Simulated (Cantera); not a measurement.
Equilibrium for chlorosilane synthesis and conversion: Si + Cl₂ + H₂

A closed system holds: 1 mol Si, 2.1 mol Cl₂, 0.82 mol H₂, at 3230 Torr.

Method: chemical equilibrium by Gibbs-energy minimisation in Cantera with the NASA 1993 tables (ideal gas, pure condensed phases). Candidate condensed phases: Si; 19 gas species. The tables' values for SiCl₃ are old estimates; treat these amounts as uncertain. Equilibrium is a limit: real reactors are often held back by kinetics, nucleation or transport.

| T (K) | x SiCl₄ | x H₂ | x HCl | x SiHCl₃ | x SiCl₃ | x SiH₂Cl₂ | x SiCl₂ |
|---|---|---|---|---|---|---|---|
| 698 | 0.520 | 0.375 | 0.105 | 0.000368 | 1.90e-8 | 1.71e-8 | <1e-12 |
| 773 | 0.520 | 0.374 | 0.105 | 0.00116 | 3.61e-7 | 1.99e-7 | 3.63e-11 |
| 848 | 0.518 | 0.372 | 0.107 | 0.00292 | 3.98e-6 | 1.44e-6 | 2.21e-9 |
| 923 | 0.515 | 0.369 | 0.110 | 0.00613 | 2.89e-5 | 7.15e-6 | 6.55e-8 |
| 998 | 0.509 | 0.364 | 0.115 | 0.0111 | 0.000151 | 2.61e-5 | 1.09e-6 |
| 1073 | 0.502 | 0.357 | 0.123 | 0.0179 | 0.000601 | 7.42e-5 | 1.15e-5 |
| 1148 | 0.492 | 0.347 | 0.132 | 0.0259 | 0.00193 | 0.000171 | 8.33e-5 |
x: gas mole fraction; nothing condenses.

From 698 K to 1148 K nothing is condensed. The main Si-bearing gas is SiCl₄ throughout.
